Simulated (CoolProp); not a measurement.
Vapour-liquid equilibrium of R134a (1) + n-butane (2) at 4.28 bar; x and y are mole fractions of (1).

Computed with CoolProp (multi-fluid Helmholtz-energy mixture model, Tillner-Roth 1994 and Bücker 2006; pair parameters Bell 2016).

Give the bubble temperature and the first vapour's composition at x = 0.35, 0.45, 0.55. Is there an azeotrope?

x = 0.35: 10.6 °C, y = 0.690; x = 0.45: 9.7 °C, y = 0.709; x = 0.55: 9.1 °C, y = 0.725. y crosses x between x = 0.75 and 0.85: the model has an azeotrope there.

Pair parameters are fitted to limited data, so mixtures are less certain than the pure fluids. With so large a gap from Raoult's law the liquid may split in two, which this calculation doesn't test in full.
